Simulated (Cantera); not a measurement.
A perfectly stirred reactor is fed with H₂ : O₂ : N₂ : H₂O = 1 : 0.617 : 7.41 : 1.1 (molar parts), equivalence ratio 0.81, at 4.93 atm; it is adiabatic with a 625 K inlet, and is followed from long to short residence time, starting on the burning branch (τ in s: 0.43, 0.15, 0.05, 0.017, 0.0057, 0.0019, 0.00065, 0.00022, 7.4e-05, 2.5e-05).

Detailed kinetics in Cantera: the H2/O2 subset of GRI-Mech 3.0, which has no nitrogen chemistry. The hydrogen kinetics of GRI-Mech 3.0 are dated; newer H2 mechanisms differ, most at raised pressure.

x: mole fraction; the columns are a selection and need not sum to one.

```
τ (s)    T (K)      x H₂    x O₂  x H₂O    x HO₂     x O      x OH
-------  -----  --------  ------  -----  -------  ------  --------
0.43      1363  0.000116  0.0122  0.218  3.04e-6       ?   3.17e-5
0.15      1362  0.000276  0.0123  0.218  6.79e-6       ?   3.68e-5
0.050     1359  0.000640  0.0124  0.217  1.39e-5       ?   4.52e-5
0.017     1354   0.00135  0.0128  0.217  2.43e-5       ?   5.91e-5
0.0057    1345   0.00268  0.0134  0.215  3.80e-5       ?   8.14e-5
0.0019    1324   0.00557  0.0148  0.212  5.68e-5       ?  0.000104
0.00065    625    0.0987  0.0609  0.109   <1e-12  <1e-12    <1e-12
0.00022    625    0.0987  0.0609  0.109   <1e-12  <1e-12    <1e-12
7.4e-5     625    0.0987  0.0609  0.109   <1e-12  <1e-12    <1e-12
2.5e-5     625    0.0987  0.0609  0.109   <1e-12  <1e-12    <1e-12
```

### Question
Some entries are withheld; supply them.

### Answer

- 0.43, x O: 4.71e-7
- 0.15, x O: 9.34e-7
- 0.050, x O: 2.10e-6
- 0.017, x O: 4.84e-6
- 0.0057, x O: 1.12e-5
- 0.0019, x O: 2.35e-5
